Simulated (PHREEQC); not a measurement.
1 kg of water holding 0.18 mol/kgw NaCl, 0.62 mol/kgw KCl, 0.37 mol/kgw Na2CO3 and 0.023 mol/kgw Na2SO4 is evaporated at 20 °C; the solids stay in contact with the brine. CO2 from the air is kept out. The run lets Arcanite, Burkeite, Glaserite, Halite, Kalicinite, Mirabilite, Misenite, Nahcolite, Natron, Sylvite, Thenardite, Trona precipitate or redissolve, and no other solid.

The series has 14 steps of water left (kg), from 1 to 0.07814.

The numbers come from PHREEQC with the Pitzer model, pitzer.dat.

Task: Which solids form, in which order, and at which step of the series does each first stand?

Result: Sylvite from water left = 0.1712 kg (pH 12.10); Glaserite from water left = 0.1407 kg (pH 12.15), last present at water left = 0.09508 kg; Halite from water left = 0.09508 kg (pH 12.26); Burkeite from water left = 0.07814 kg (pH 12.35).
